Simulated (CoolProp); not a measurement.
Properties of R365MFC along the isobar 0.101 MPa (Tc = 460.0 K, pc = 3.266 MPa, ω = 0.377).

The numbers come from the reference Helmholtz-energy equation of state, Lemmon 2016 in CoolProp.

```
T (K)   phase  density (kg/m³)  Joule-Thomson coefficient (K/MPa)  isothermal compressibility (1/MPa)  fugacity coefficient
-----  ------  ---------------  ---------------------------------  ----------------------------------  --------------------
252.4  liquid             1351                            -0.3602                            0.001208               0.05831
268.9  liquid             1318                            -0.3371                            0.001436                0.1461
285.5  liquid             1284                            -0.3095                            0.001726                0.3223
302    liquid             1249                            -0.2763                            0.002101                0.6351
318.5     gas            5.899                              29.24                               10.37                0.9595
335       gas            5.563                              23.97                               10.28                0.9666
351.5     gas            5.269                              19.81                               10.21                0.9721
368       gas            5.009                              16.44                               10.15                0.9764
384.5     gas            4.777                              13.74                               10.11                0.9798
401       gas            4.567                              11.61                               10.08                0.9825
417.5     gas            4.376                              9.982                               10.06                0.9847
434       gas            4.202                              8.746                               10.04                0.9865
450.5     gas            4.042                              7.809                               10.02                0.9880
467       gas            3.894                              7.086                               10.01                0.9893
483.5     gas            3.757                              6.512                               9.998                0.9904
500       gas            3.629                              6.037                               9.988                0.9914
```
